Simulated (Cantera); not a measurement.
## Equilibrium for silicon etching in halogen gases: Si + HCl

Feed: 1 mol Si, 5 mol HCl, equilibrated at 1.00 bar.

These are equilibrium values from Cantera (NASA tables, ideal gas, pure condensed phases), not measurements of a reactor. Candidate condensed phases: Si; 19 gas species. The tables' values for SiCl3 are old estimates; treat these amounts as uncertain. Kinetics and transport are ignored.

```csv
T (°C),x H2,x HCl,x SiCl4,x SiHCl3
250,0.500,0.250,0.250,1.70e-6
300,0.500,0.250,0.250,7.05e-6
350,0.500,0.250,0.250,2.31e-5
400,0.500,0.250,0.250,6.32e-5
450,0.500,0.250,0.250,0.000149
500,0.500,0.250,0.250,0.000314
550,0.499,0.251,0.249,0.000600
600,0.499,0.251,0.249,0.00106
650,0.498,0.252,0.248,0.00175
700,0.497,0.253,0.247,0.00273
750,0.496,0.254,0.246,0.00406
800,0.494,0.256,0.244,0.00576
850,0.491,0.259,0.241,0.00786
900,0.488,0.262,0.238,0.0103
```
x: gas mole fraction; nothing condenses.

From 250 °C to 900 °C nothing is condensed. The main Si-bearing gas is SiCl4 throughout.
